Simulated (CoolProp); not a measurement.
Normal hydrogen at 469.64 K and 4.45 MPa is compressed adiabatically to 9.66 MPa with isentropic efficiency 0.7. Each further row changes one setting.

Values from CoolProp's reference Helmholtz-energy equation of state, Leachman 2009.

| case | work (kJ/kg) | final temperature (K) | final density (kg/m³) |
|---|---|---|---|
| as stated | 2460 | 635.7 | ? |
| efficiency 1 | ? | 585.1 | ? |
| efficiency 0.65 | 2650 | 648.6 | ? |

Problem. What belongs in the gaps?

Solution. 
- as stated, final density (kg/m³): 3.58
- efficiency 1, work (kJ/kg): 1720
- efficiency 1, final density (kg/m³): 3.88
- efficiency 0.65, final density (kg/m³): 3.51
